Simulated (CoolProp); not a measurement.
R236EA at 293.15 K and 0.0961 MPa is compressed adiabatically to 0.292 MPa with isentropic efficiency 0.8. Each further row changes one setting.

Values from CoolProp's reference Helmholtz-energy equation of state, Rui 2013.

```
case             work (kJ/kg)  final temperature (K)  final density (kg/m³)
---------------  ------------  ---------------------  ---------------------
as stated          (withheld)                  322.0                   18.0
efficiency 1       (withheld)                  317.3                   18.3
efficiency 0.65    (withheld)                  327.4             (withheld)
```

### Question
What belongs in the gaps?

### Answer

- as stated, work (kJ/kg): 21.9
- efficiency 1, work (kJ/kg): 17.5
- efficiency 0.65, work (kJ/kg): 26.9
- efficiency 0.65, final density (kg/m³): 17.6
